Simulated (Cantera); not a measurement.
Input (Python, Cantera):

```python
import numpy as np
import cantera as ct

surf = ct.Interface("ptcombust.yaml", "Pt_surf")
gas = surf.adjacent["gas"]
gas.TPX = 1073, 100000, {'CH4': 0.025, 'O2': 0.011, 'N2': 0.79}
surf.TP = 1073, 100000
reactor = ct.FlowReactor(gas, clone=False)
reactor.area = 0.0001  # m2
reactor.surface_area_to_volume_ratio = 160  # 1/m
reactor.mass_flow_rate = 0.24 * reactor.area * gas.density  # inlet velocity 0.24 m/s
reactor.energy_enabled = False
wall = ct.ReactorSurface(surf, reactor, clone=False)
net = ct.ReactorNet([reactor])
net.rtol, net.atol = 1e-8, 1e-16
show, cover = ['CH4', 'O2', 'H2O', 'CO2', 'CO'], ['PT(S)', 'H(S)', 'O(S)', 'OH(S)', 'CO(S)', 'C(S)']

rows = []
print(f"{'z/m':>9s}{'u/(m/s)':>9s}" + "".join(f"{s:>13s}" for s in show + cover))
for z in [3.4e-05, 5.6e-05, 9.4e-05, 0.00016, 0.00026, 0.00043, 0.00073, 0.0012, 0.002, 0.0034]:
    net.advance(z)
    rows.append([reactor.speed, *gas[show].X, *surf[cover].coverages])
    print(f"{z:9.4g}{rows[-1][0]:9.3g}" + "".join(f"{x:13.4e}" for x in rows[-1][1:]))
```

Output:

```
      z/m  u/(m/s)          CH4           O2          H2O          CO2           CO        PT(S)         H(S)         O(S)        OH(S)        CO(S)         C(S)
  3.4e-05     0.24   2.8875e-02   1.1523e-02   2.2001e-03   1.0939e-06   1.3619e-03   7.9857e-01   1.7919e-03   1.3570e-05   1.4114e-05   2.0699e-02   1.7891e-01
  5.6e-05     0.24   2.8169e-02   1.0656e-02   3.2283e-03   1.8092e-06   2.0516e-03   7.4894e-01   1.9856e-03   9.1661e-06   1.0603e-05   2.6104e-02   2.2294e-01
  9.4e-05    0.241   2.7185e-02   9.4999e-03   4.5591e-03   2.7617e-06   3.0104e-03   6.7962e-01   2.2099e-03   5.4844e-06   7.2551e-06   3.0535e-02   2.8761e-01
  0.00016    0.241   2.5940e-02   8.1202e-03   6.0759e-03   3.7844e-06   4.2226e-03   5.9009e-01   2.4232e-03   2.8938e-06   4.5095e-06   3.1634e-02   3.7584e-01
  0.00026    0.241   2.4686e-02   6.8262e-03   7.4134e-03   4.5610e-06   5.4407e-03   4.9709e-01   2.5548e-03   1.4788e-06   2.7392e-06   2.8590e-02   4.7176e-01
  0.00043    0.241   2.3398e-02   5.5952e-03   8.5916e-03   5.1038e-06   6.6892e-03   3.9887e-01   2.5917e-03   6.9181e-07   1.5651e-06   2.2458e-02   5.7608e-01
  0.00073    0.242   2.2174e-02   4.5159e-03   9.5309e-03   5.4185e-06   7.8731e-03   3.0495e-01   2.5203e-03   3.0080e-07   8.5328e-07   1.5371e-02   6.7715e-01
   0.0012    0.242   2.1198e-02   3.7165e-03   1.0157e-02   5.5623e-06   8.8163e-03   2.3215e-01   2.3789e-03   1.3762e-07   4.8600e-07   9.9433e-03   7.5553e-01
    0.002    0.242   2.0365e-02   3.0783e-03   1.0604e-02   5.6316e-06   9.6190e-03   1.7388e-01   2.1940e-03   6.2831e-08   2.7812e-07   6.0724e-03   8.1785e-01
   0.0034    0.242   1.9656e-02   2.5658e-03   1.0923e-02   5.6647e-06   1.0302e-02   1.2861e-01   1.9878e-03   2.8624e-08   1.5986e-07   3.5517e-03   8.6585e-01
```

Computed with Cantera and Deutschmann's 1995 Pt surface mechanism with GRI-Mech 3.0 gas chemistry. Catalytic surfaces can have several steady states; this one follows from the mechanism file's or the stated starting coverage. Mass transfer to the wall is taken as infinitely fast.
